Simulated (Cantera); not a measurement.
Input: 1 mol Si, 0.0013 mol H2O, 5.4 mol H2, 0.028 mol CO2, held at 1802 °C and 1.00 bar.

Cantera equilibrium calculation (NASA polynomials, part measured and part estimated; ideal gas, pure solids and liquids). Candidate condensed phases: C, C6H6, C7H8, C8H18, H2O, Si, SiC, SiO2; 123 gas species. Mutual solubility and eutectic melting of coexisting phases are not modelled. Gases not in the tables: Si2H6 and higher silanes. The numbers say what is thermodynamically allowed, not how fast it happens.

Base state: H2 0.987, SiO 0.00715, CO 0.00333, H 0.00265, SiH2 0.000158, Si 0.000102, SiH 5.79e-5, CH4 2.44e-5 (mole fractions); condensed: Si(l) + SiC(s).

What changes in the equilibrium state with this change: temperature from 1802 °C to 850 °C?


```csv
species,before,after
H2,0.987,1.000
CH4,2.44e-5,2.99e-5
SiO,0.00715,5.00e-8
CO,0.00333,<1e-9
Si,0.000102,<1e-9
SiH2,0.000158,2.26e-9
"Si(l), mol",0.950,0
"SiC(s), mol",0.00956,0.0278
"Si(s), mol",0,0.944
"SiO2(β-quartz), mol",0,0.0286
```
